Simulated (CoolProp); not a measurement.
Saturation properties of ethanol.

The numbers come from the reference Helmholtz-energy equation of state, Schroeder 2014 in CoolProp.

```
T (K)   p (bar)  liquid density (kg/m³)  vapour density (kg/m³)  liquid viscosity (µPa s)  liquid conductivity (mW/(m K))
-----  --------  ----------------------  ----------------------  ------------------------  ------------------------------
249.5  0.002538                   826.4                0.005640                      3200                             175
260.4  0.006215                   817.1                 0.01324                      2440                             172
271.3   0.01405                   807.9                 0.02874                      1890                             169
282.2   0.02960                   798.7                 0.05827                      1490                             167
293.1   0.05858                   789.4                  0.1112                      1190                             164
304      0.1097                   780.0                  0.2014                       968                             162
314.8    0.1946                   770.6                  0.3461                       795                             160
325.7    0.3320                   760.8                  0.5735                       660                             158
336.6    0.5443                   750.8                  0.9156                       553                             157
```

It boils at 351.6 K under 1 atm.

Viscosity comes from a separate model (Kiselev 2005). Thermal conductivity comes from a separate model (Assael 2013).
